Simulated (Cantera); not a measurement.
Input: 1 mol n-butane, 0.94 mol CO2, 34 mol H2, at 1000 Pa.

These are equilibrium values from Cantera (NASA tables, ideal gas, pure condensed phases), not measurements of a reactor. Candidate condensed phases: C, C6H6, C7H8, C8H18, H2O; 110 gas species. Kinetics and transport are ignored.

x: gas mole fraction; n: condensed amount in mol.

| T (K) | x H2 | x H | x CO | x C2H2 (acetylene) | x CH4 | x H2O | n C(graphite) |
|---|---|---|---|---|---|---|---|
| 1123 | 0.954 | 4.16e-7 | 0.0460 | [?] | 0.000267 | 2.89e-5 | 3.05 |
| 1323 | 0.954 | 1.55e-5 | 0.0460 | [?] | 6.19e-5 | 3.22e-6 | 3.06 |
| 1523 | 0.954 | 0.000226 | 0.0460 | [?] | 2.09e-5 | 6.40e-7 | 3.06 |
| 1723 | 0.952 | 0.00178 | 0.0459 | [?] | 9.12e-6 | 1.86e-7 | 3.05 |
| 1923 | 0.945 | 0.00916 | 0.0458 | [?] | 4.69e-6 | 6.98e-8 | 3.02 |
| 2123 | 0.919 | 0.0344 | 0.0452 | [?] | 2.64e-6 | 3.07e-8 | 2.93 |
| 2323 | 0.852 | 0.100 | 0.0437 | [?] | 1.49e-6 | 1.45e-8 | 2.70 |

Q: What belongs in the gaps?

A: 
- 1123, x C2H2 (acetylene): 2.10e-8
- 1323, x C2H2 (acetylene): 7.87e-7
- 1523, x C2H2 (acetylene): 1.13e-5
- 1723, x C2H2 (acetylene): 8.62e-5
- 1923, x C2H2 (acetylene): 0.000426
- 2123, x C2H2 (acetylene): 0.00152
- 2323, x C2H2 (acetylene): 0.00412
